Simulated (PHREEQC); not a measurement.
Consider water at 25 °C and 100 atm with 0.042 mol HNO3, 0.0012 mol K2SO4 and 0.00027 mol KH2PO4 per kg of water. Closed to the air; pH follows from the charge balance.

The numbers come from PHREEQC with the ion-association model, phreeqc.dat.

Precipitation was switched off in this run.

Problem. What pH, specific conductance does the model give?

Solution. pH 1.45; specific conductance 15500 µS/cm.

Problem. In which forms is P present?

Solution. H3PO4 80 %, H2PO4- 20 % of the P.

Species that the database lacks are ignored. Under pressure, the constants of complexes without a molar volume in the database are unreliable.
